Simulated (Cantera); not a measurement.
Mixture: H2 : O2 : N2 : H2O = 1 : 0.806 : 3.03 : 1 (molar parts), at 27.0 bar, adiabatic and at constant volume. Ignition delay is the time to a rise of 400 K.

Detailed kinetics in Cantera: GRI-Mech 3.0 (53 species, 325 reactions). The hydrogen kinetics of GRI-Mech 3.0 are dated; newer H2 mechanisms differ, most at raised pressure. The pressure lies above the range GRI-Mech 3.0 was tuned for (to about 10 atm).

Task: What does this change do: pressure from 27.0 bar to 0.530 bar?

Result: 
| quantity | before | after |
|---|---|---|
| delay at 1248 K | 0.108 ms | 90.8 µs |
| delay at 1298 K | 54.9 µs | 74.7 µs |
| delay at 1348 K | 28.5 µs | 64.0 µs |
| delay at 1398 K | 15.0 µs | 56.8 µs |
| delay at 1448 K | 7.89 µs | 52.2 µs |
| delay at 1498 K | 4.19 µs | 49.3 µs |
| delay at 1548 K | 2.28 µs | 47.8 µs |
Where the delays flatten at high temperature, the 400 K rule measures the pace of heat release, not the induction time.
